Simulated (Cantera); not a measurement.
**Hydrocarbon pyrolysis for carbon deposition**

An isothermal, constant-pressure homogeneous reactor starts with CH₄ : N₂ = 1 : 4.7 (molar parts), at 1550 K and 2670 Pa.

Cantera simulation using GRI-Mech 3.0 (53 species, 325 reactions); the numbers are that mechanism's predictions, not measurements. GRI-Mech 3.0 stops at C3 and has no aromatics, soot or wall deposition, so with more carbon than oxygen in the feed, carbon stays in small species such as C2H2 where larger ones or solid carbon would form. Radical loss at walls, strong at low pressure, is not modelled.

| t (s) | x CH₄ | x CH₂ | x CH₃ | x C₂H₂ | x C₂H | x H₂ | x C₂H₄ |
|---|---|---|---|---|---|---|---|
| 8.00e-5 | 0.175 | <1e-12 | 7.76e-7 | <1e-12 | <1e-12 | 3.63e-7 | <1e-12 |
| 0.000205 | 0.175 | 1.54e-12 | 2.07e-6 | <1e-12 | <1e-12 | 1.01e-6 | 1.75e-11 |
| 0.000528 | 0.175 | 8.63e-12 | 5.39e-6 | <1e-12 | <1e-12 | 2.67e-6 | 3.99e-10 |
| 0.00136 | 0.175 | 5.18e-11 | 1.39e-5 | 8.39e-12 | <1e-12 | 6.96e-6 | 7.67e-9 |
| 0.00348 | 0.175 | 3.24e-10 | 3.57e-5 | 3.95e-10 | <1e-12 | 1.82e-5 | 1.35e-7 |
| 0.00894 | 0.175 | 2.01e-9 | 9.04e-5 | 1.85e-8 | <1e-12 | 5.07e-5 | 2.28e-6 |
| 0.0230 | 0.175 | 1.14e-8 | 0.000219 | 8.77e-7 | 1.43e-12 | 0.000192 | 3.55e-5 |
| 0.0590 | 0.174 | 5.32e-8 | 0.000484 | 4.08e-5 | 5.17e-11 | 0.00134 | 0.000460 |
| 0.152 | 0.164 | 1.46e-7 | 0.000799 | 0.00143 | 1.33e-9 | 0.0116 | 0.00337 |
| 0.389 | 0.133 | 1.25e-7 | 0.000659 | 0.0139 | 9.50e-9 | 0.0505 | 0.00419 |
| 1.00 | 0.0935 | 8.26e-8 | 0.000442 | 0.0333 | 2.03e-8 | 0.103 | 0.00140 |
x: mole fraction; the columns are a selection and need not sum to one.

Equilibrium at this temperature and pressure: CH₄ 0.000265, CH₂ 8.00e-10, CH₃ 2.21e-6, C₂H₂ 0.0351, C₂H 3.66e-8, H₂ 0.223, C₂H₄ 3.64e-5 (gas phase only).
